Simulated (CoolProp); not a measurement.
Vapour-liquid equilibrium of cyclohexane (1) + p-xylene (2) at 458.1 K; x and y are mole fractions of (1).

The numbers come from the multi-fluid Helmholtz-energy mixture model, Zhou 2014 and Zhou 2012; pair parameters Bell 2016 in CoolProp.

| x | bubble pressure (MPa) | y at the bubble point | dew pressure at overall composition x (MPa) | liquid density (mol/L) |
|---|---|---|---|---|
| 0.05 | 0.3495 | 0.158 | 0.3179 | 6.655 |
| 0.125 | 0.4139 | 0.329 | 0.3393 | 6.689 |
| 0.2 | 0.4756 | 0.453 | 0.3636 | 6.724 |
| 0.275 | 0.5349 | 0.547 | 0.3914 | 6.758 |
| 0.35 | … | 0.623 | 0.4233 | 6.793 |
| 0.425 | 0.6472 | 0.685 | 0.4604 | 6.827 |
| 0.5 | 0.7010 | 0.739 | … | 6.862 |
| 0.575 | 0.7537 | 0.786 | 0.5547 | 6.898 |
| 0.65 | 0.8058 | 0.829 | 0.6151 | … |
| 0.725 | 0.8577 | 0.868 | 0.6865 | 6.971 |
| 0.8 | 0.9097 | 0.905 | … | 7.009 |
| 0.875 | 0.9622 | 0.941 | 0.8671 | 7.048 |
| 0.95 | 1.016 | 0.977 | 0.9751 | 7.088 |

Task: Fill in the missing entries.

Result: 
- 0.35, bubble pressure (MPa): 0.5919
- 0.5, dew pressure at overall composition x (MPa): 0.5037
- 0.65, liquid density (mol/L): 6.934
- 0.8, dew pressure at overall composition x (MPa): 0.7704

No azeotrope shows between x = 0.05 and 0.95.

The pair parameters rest on a limited set of measurements; away from them the model extrapolates.
